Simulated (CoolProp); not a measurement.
A Linde-Hampson liquefier for nitrogen: isothermal reversible compression at 250 K from 1 atm to 25 MPa, throttling to 1 atm, return gas leaving the recuperator 5 K below the feed. Each further row changes one setting.

The numbers come from the reference Helmholtz-energy equation of state, Span 2000 in CoolProp.

```tsv
case	liquid yield per pass	compression work (kJ/kg of gas)
as stated	…	403
high pressure 50 MPa	…	465
warm-end temperature 280 K	…	…
warm-end gap 10 K	…	403
```

Q: Fill in the missing entries.

A: 
- as stated, liquid yield per pass: 0.130
- high pressure 50 MPa, liquid yield per pass: 0.138
- warm-end temperature 280 K, liquid yield per pass: 0.091
- warm-end temperature 280 K, compression work (kJ/kg of gas): 457
- warm-end gap 10 K, liquid yield per pass: 0.118
